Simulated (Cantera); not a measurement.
Hydrocarbon pyrolysis for carbon deposition

An isothermal, constant-pressure homogeneous reactor starts with C₂H₆ : N₂ = 1 : 1.7 (molar parts), at 1900 K and 0.250 bar.

Model: GRI-Mech 3.0 (53 species, 325 reactions), integrated in Cantera. GRI-Mech 3.0 stops at C3 and has no aromatics, soot or wall deposition, so with more carbon than oxygen in the feed, carbon stays in small species such as C2H2 where larger ones or solid carbon would form.

| t (s) | x C₂H₆ | x C₂H₄ | x CH₃ | x C₂H | x H |
|---|---|---|---|---|---|
| 1.00e-6 | 0.345 | 0.000717 | 0.0302 | 5.86e-12 | 0.000203 |
| 5.01e-6 | 0.211 | 0.0445 | 0.0788 | 4.07e-7 | 0.00168 |
| 2.51e-5 | 0.0120 | 0.104 | 0.0362 | 1.34e-5 | 0.00284 |
| 0.000126 | 0.000299 | 0.0291 | 0.00583 | 6.26e-6 | 0.000892 |
| 0.000632 | 8.61e-5 | 0.00306 | 0.00307 | 4.64e-6 | 0.000637 |
| 0.00317 | 2.83e-5 | 0.000831 | 0.00181 | 5.35e-6 | 0.000774 |
| 0.0159 | 2.36e-6 | 0.000307 | 0.000545 | 6.32e-6 | 0.000954 |
| 0.0796 | 1.05e-7 | 0.000271 | 0.000113 | 6.76e-6 | 0.00103 |
| 0.399 | 2.34e-8 | 0.000271 | 4.56e-5 | 6.80e-6 | 0.00104 |
| 2.00 | 2.26e-8 | 0.000271 | 4.44e-5 | 6.80e-6 | 0.00104 |
x: mole fraction; the columns are a selection and need not sum to one.

Equilibrium at this temperature and pressure: C₂H₆ 1.55e-8, C₂H₄ 0.000185, CH₃ 3.68e-5, C₂H 4.64e-6, H 0.00104 (gas phase only).
